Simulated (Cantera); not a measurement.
A closed system holds: 1 mol Fe2O3, 1.3 mol C, 1.2 mol H2, held at 1623 K and 75.0 Torr.

These are equilibrium values from Cantera (NASA tables, ideal gas, pure condensed phases), not measurements of a reactor. Candidate condensed phases: C, C6H6, C7H8, C8H18, Fe, Fe(CO)5, FeO, Fe(OH)2, Fe(OH)3, Fe2O3, Fe3O4, H2O; 114 gas species. Mutual solubility and eutectic melting of coexisting phases are not modelled. The tables' stoichiometric FeO is somewhat more stable than real wüstite, so its field is too wide. FeO: taken at fixed stoichiometry. Equilibrium is a limit: real reactors are often held back by kinetics, nucleation or transport.

Base state: CO 0.452, H2 0.327, H2O 0.153, CO2 0.0680, H 0.000125, Fe 1.67e-5 (mole fractions); condensed: Fe(γ) + FeO(s).

**Question.** What changes in the equilibrium state with this change: temperature from 1623 K to 2498 K?

**Answer.** 
```
species        before     after
-----------  --------  --------
CO              0.452     0.343
Fe            1.67e-5     0.248
H2              0.327     0.205
H            0.000125    0.0357
CO2            0.0680    0.0331
H2O             0.153     0.122
O               <1e-9  0.000505
FeO           5.07e-8   0.00762
Fe(γ), mol      0.852         0
FeO(s), mol      1.15         0
FeO(l), mol         0      1.12
```

**Question.** What changes in the equilibrium state with this change: Fe2O3 replaced by Fe3O4?

**Answer.** 
```tsv
species	before	after
CO	0.452	0.452
H2	0.327	0.327
H2O	0.153	0.153
Fe	1.67e-5	1.67e-5
CO2	0.0680	0.0680
H	0.000125	0.000125
Fe(γ), mol	0.852	0.852
FeO(s), mol	1.15	2.15
```

**Question.** What changes in the equilibrium state with this change: C from 1.3 to 3.3 mol?

**Answer.** 
```
species             before     after
----------------  --------  --------
CO                   0.452     0.714
H2                   0.327     0.286
H                 0.000125  0.000117
H2O                  0.153   1.54e-5
CO2                 0.0680   1.25e-5
Fe                 1.67e-5   1.67e-5
CH4                1.17e-9   1.21e-5
Fe(γ), mol           0.852      2.00
FeO(s), mol           1.15         0
C(graphite), mol         0     0.300
```
Iron dissolves carbon and melts from about 1420 K in contact with it, which pure phases cannot show. Condensed phases not in the tables: cementite and carbon dissolved in iron.
